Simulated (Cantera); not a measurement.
Mixture: 5.19 % CH4, 22.6 % O2, 72.1 % N2, 0.114 % H2O, equivalence ratio 0.46, at 1400000 Pa, adiabatic and at constant pressure. Ignition delay is the time to a rise of 400 K.

Detailed kinetics in Cantera: GRI-Mech 3.0 (53 species, 325 reactions). The pressure lies above the range GRI-Mech 3.0 was tuned for (to about 10 atm).

**Question.** Predict: delay at 1273 K; delay at 1373 K; delay at 1473 K; delay at 1573 K; delay at 1673 K; delay at 1773 K; delay at 1873 K; apparent activation energy between 1673 and 1873 K.

**Answer.** 
* **delay at 1273 K**: 0.906 ms
* **delay at 1373 K**: 0.312 ms
* **delay at 1473 K**: 0.120 ms
* **delay at 1573 K**: 51.5 µs
* **delay at 1673 K**: 24.1 µs
* **delay at 1773 K**: 12.2 µs
* **delay at 1873 K**: 6.69 µs
* **apparent activation energy between 1673 and 1873 K**: 170 kJ/mol
